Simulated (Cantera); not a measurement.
A closed system holds: 1 mol FeS2, a varied amount of H2, 0.54 mol H2O, at 1248 K and 13.3 mbar.

Cantera equilibrium calculation (NASA polynomials, part measured and part estimated; ideal gas, pure solids and liquids). Candidate condensed phases: Fe, FeO, Fe(OH)2, Fe(OH)3, FeS, FeSO4, FeS2, Fe2O3, Fe2(SO4)3, Fe3O4, H2O, H2SO4, S; 22 gas species. Mutual solubility and eutectic melting of coexisting phases are not modelled. FeS: taken at fixed stoichiometry. Gases not in the tables: S3 to S7. Equilibrium is a limit: real reactors are often held back by kinetics, nucleation or transport.

log p: log10 of the partial pressure in bar; n: condensed amount in mol.

| n(H2) (mol) | log p H2 | log p H2S | log p H2O | log p S2 | n FeS(s) | n Fe(γ) |
|---|---|---|---|---|---|---|
| 6.8 | -1.97 | -2.79 | -3.01 | -4.03 | 1.00 | 0 |
| 10 | -1.94 | -2.93 | -3.17 | -4.37 | 1.00 | 0 |
| 15 | -1.92 | (withheld) | (withheld) | (withheld) | 1.00 | 0 |
| 23 | -1.90 | -3.26 | -3.51 | -5.11 | 1.00 | 0 |
| 34 | -1.89 | -3.42 | -3.68 | -5.45 | 1.00 | 0 |
| 51 | -1.89 | (withheld) | (withheld) | (withheld) | 1.00 | 0 |
| 76 | -1.88 | -3.76 | -4.03 | -6.15 | 1.000 | 0 |
| 110 | -1.88 | -3.92 | -4.19 | -6.48 | 1.000 | 0 |
| 170 | -1.88 | -4.11 | -4.37 | -6.86 | 1.000 | 0 |
| 250 | -1.88 | -4.14 | -4.54 | -6.92 | 0.628 | 0.372 |

Question: What belongs in the gaps?

Answer: 
- 15, log p H2S: -3.09
- 15, log p H2O: -3.33
- 15, log p S2: -4.73
- 51, log p H2S: -3.59
- 51, log p H2O: -3.85
- 51, log p S2: -5.81
